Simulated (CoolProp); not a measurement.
Vapour-liquid equilibrium of CH2F2 (R32) (1) + dimethyl ether (2) at 9.85 °C; x and y are mole fractions of (1).

Values from CoolProp's multi-fluid Helmholtz-energy mixture model, Tillner-Roth 1997 and Wu 2011; pair parameters Bell 2016.

Task: Give the bubble pressure and the first vapour's composition at x = 0.2, 0.8, 0.95. Is there an azeotrope?

Result: x = 0.2: 0.5017 MPa, y = 0.390; x = 0.8: 0.9507 MPa, y = 0.907; x = 0.95: 1.064 MPa, y = 0.978. No azeotrope shows between x = 0.05 and 0.95.

Pair parameters are fitted to limited data, so mixtures are less certain than the pure fluids.
